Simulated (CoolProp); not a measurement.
Vapour-liquid equilibrium of R125 (1) + R236EA (2) at 2.69 bar; x and y are mole fractions of (1).

Computed with CoolProp (multi-fluid Helmholtz-energy mixture model, Lemmon 2005 and Rui 2013; pair parameters Bell 2016).

| x | bubble temperature (°C) | y at the bubble point | dew temperature at overall composition x (°C) | liquid density (mol/L) |
|---|---|---|---|---|
| 0.05 | 25.9 | 0.233 | 31.5 | 9.415 |
| 0.15 | 14.4 | 0.533 | 28.5 | 9.778 |
| 0.25 | 5.5 | 0.702 | 25.3 | 10.10 |
| 0.35 | -1.4 | 0.802 | 21.9 | 10.38 |
| 0.45 | -7.0 | 0.866 | 18.0 | 10.65 |
| 0.55 | -11.6 | 0.909 | 13.6 | 10.90 |
| 0.65 | -15.5 | 0.940 | 8.5 | 11.14 |
| 0.75 | -18.9 | 0.963 | 2.4 | 11.37 |
| 0.85 | -21.9 | 0.980 | -5.5 | 11.59 |
| 0.95 | -24.6 | 0.994 | -17.0 | 11.81 |

No azeotrope shows between x = 0.05 and 0.95.

Pair parameters are fitted to limited data, so mixtures are less certain than the pure fluids.
